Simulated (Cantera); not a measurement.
What does this Cantera script print?

```python
import numpy as np
import cantera as ct

gas = ct.Solution("gri30.yaml", transport_model="multicomponent")
show = ['NH3', 'OH', 'C2H2']

rows = []
print(f"{'T/K':>7s}{'rho':>11s}{'cp':>10s}{'mu':>11s}{'lambda':>11s}{'Pr':>7s}" + "".join(f"{'D_' + s:>11s}" for s in show))
for T in [400, 650, 900, 1150, 1400, 1650, 1900]:
    gas.TPX = T, 41000, {'N2O': 1, 'H2O': 0.87}
    Pr = gas.cp_mass * gas.viscosity / gas.thermal_conductivity
    D = [gas.mix_diff_coeffs_mole[gas.species_index(s)] for s in show]
    rows.append([gas.density, gas.cp_mass, gas.viscosity, gas.thermal_conductivity, Pr, *D])
    print(f"{T:7g}{gas.density:11.4e}{gas.cp_mass:10.1f}{gas.viscosity:11.4e}"
          f"{gas.thermal_conductivity:11.4e}{Pr:7.3f}" + "".join(f"{d:11.4e}" for d in D))
print("SI units: kg/m3, J/kg/K, Pa s, W/m/K, m2/s")
```

Output:

```
    T/K        rho        cp         mu     lambda     Pr      D_NH3       D_OH     D_C2H2
    400 3.9348e-01    1215.0 1.7660e-05 3.1506e-02  0.681 7.6691e-05 1.2159e-04 6.0518e-05
    650 2.4214e-01    1368.9 2.7459e-05 5.5411e-02  0.678 1.9853e-04 2.8627e-04 1.4864e-04
    900 1.7488e-01    1487.3 3.6131e-05 7.9383e-02  0.677 3.6594e-04 5.0003e-04 2.6501e-04
   1150 1.3686e-01    1578.1 4.3966e-05 1.0286e-01  0.675 5.7226e-04 7.5679e-04 4.0558e-04
   1400 1.1242e-01    1652.1 5.1162e-05 1.2571e-01  0.672 8.1312e-04 1.0527e-03 5.6790e-04
   1650 9.5389e-02    1713.4 5.7853e-05 1.4784e-01  0.670 1.0855e-03 1.3851e-03 7.5028e-04
   1900 8.2838e-02    1763.4 6.4136e-05 1.6910e-01  0.669 1.3871e-03 1.7519e-03 9.5155e-04
SI units: kg/m3, J/kg/K, Pa s, W/m/K, m2/s
```

Cantera simulation using GRI-Mech 3.0 (53 species, 325 reactions); the numbers are that mechanism's predictions, not measurements. Polar gases are described roughly by these parameters. The composition is frozen, though it would react at the higher temperatures.
